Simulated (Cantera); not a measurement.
**Premixed flame**

A freely propagating, adiabatic, planar premixed flame of 3.81 % CH4, 4.95 % C2H6, 19.2 % O2, 72.0 % N2, unburnt at 700 K and 690000 Pa; multicomponent+Soret transport, grid criteria slope 0.08 and curve 0.16, no radiation.

Cantera simulation using GRI-Mech 3.0 (53 species, 325 reactions); the numbers are that mechanism's predictions, not measurements. Burning velocities carry a grid error of a few per cent, more on coarse grids.

```tsv
z (mm)	T (K)	u (m/s)	x CH4	x C2H6	x O2	x HCO	x NO	x C2H
-0.191	700	0.984	0.0380	0.0495	0.192	<1e-8	<1e-8	<1e-8
-0.128	705	0.993	0.0377	0.0493	0.191	<1e-8	1.61e-8	<1e-8
-0.0957	720	1.02	0.0370	0.0490	0.189	<1e-8	7.85e-8	<1e-8
-0.0638	808	1.15	0.0344	0.0471	0.180	<1e-8	6.17e-7	<1e-8
-0.0319	1228	1.81	0.0257	0.0299	0.135	9.72e-7	7.45e-6	<1e-8
-0.0159	1626	2.45	0.0171	0.0101	0.0880	1.95e-5	1.90e-5	1.74e-7
0	1996	3.06	0.00663	0.000516	0.0415	3.79e-5	3.75e-5	3.92e-6
0.0159	2188	3.37	0.00123	4.41e-6	0.0154	1.94e-5	6.67e-5	5.43e-6
0.0319	2256	3.46	0.000174	7.15e-8	0.00569	5.10e-6	9.54e-5	1.61e-6
0.0638	2300	3.52	4.68e-6	<1e-8	0.00140	6.17e-7	0.000126	6.43e-8
0.128	2335	3.56	3.12e-8	<1e-8	0.000510	3.40e-7	0.000143	<1e-8
0.255	2362	3.60	<1e-8	<1e-8	0.000210	2.15e-7	0.000150	<1e-8
0.510	2379	3.62	<1e-8	<1e-8	8.22e-5	1.35e-7	0.000153	<1e-8
```
x: mole fraction of selected species; z is measured from the peak of heat release.

```json
{
 "laminar_burning_velocity": "98.1 cm/s",
 "thermal_thickness": "0.0638 mm",
 "peak x(HCO)": "3.86e-5",
 "peak x(C2H)": "6.29e-6",
 "grid_points": "148"
}
```
